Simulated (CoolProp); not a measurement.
Values from CoolProp's reference Helmholtz-energy equation of state, Gedanitz 2015.

Question: Give the vapour pressure (MPa), vapour density (kg/m³), liquid cp (kJ/(kg K)), surface tension (mN/m) of saturated cyclopentane at 123.35 °C.

Answer: 
```json
[
 {"T (°C)": "123.35", "p (MPa)": "0.699", "vapour density (kg/m³)": "17.2", "liquid cp (kJ/(kg K))": "2.37", "surface tension (mN/m)": "9.28"}
]
```

Surface tension comes from a separate correlation (Mulero 2014).
